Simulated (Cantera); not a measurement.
Cantera run:

```python
import numpy as np
import cantera as ct

gas_names = """
    B BH BH2 BH3 BN B2 H H2 N NH NH2 NH3 N2 N2H2 N2H4
""".split()
cond_names = """
    B(b) B(L) BN(s)
""".split()


# ... load() reads the species with a 1 bar reference pressure and builds the phases ...
atoms = {
    'borazine': {'B': 3, 'N': 3, 'H': 6},
    'NH3': {'N': 1, 'H': 3},
    'N2': {'N': 2},
}
top_T = {'BN(s)': 3200}  # K; cautious upper limits of use, not melting points


# ... equilibrate(T, P, feed) seeds the gas with the atoms and calls Mixture.equilibrate('TP', solver="vcs", rtol=1e-11, max_steps=5000) ...
results = []
feed = {'borazine': 1, 'NH3': 0.32, 'N2': 28}  # mol
T = 1700  # K
P = 18  # Pa
mix = equilibrate(T, P, feed)
results.append((T, P, feed, dict(zip(mix.species_names, mix.species_moles))))
x = sorted(zip(gas.X, gas.species_names), reverse=True)
print(f"T = {T:g} K  P = {P:g} Pa  gas = {mix.phase_moles(0):.4g} mol")
print("   x: " + "  ".join(f"{s} {v:.3e}" for v, s in x if v > 0.0001))
print("   condensed (mol): " + ("  ".join(f"{mix.phase(i).name} {mix.phase_moles(i):.4g}"
      for i in range(1, mix.n_phases) if mix.phase_moles(i) > 1e-12) or "none"))
```

Output:

```
T = 1700 K  P = 18 Pa  gas = 31.7 mol
   x: N2 8.884e-01  H2 1.080e-01  H 3.609e-03
   condensed (mol): BN(s) 3
```

These are equilibrium values from Cantera (NASA tables, ideal gas, pure condensed phases), not measurements of a reactor. The feed counts by its element totals alone.
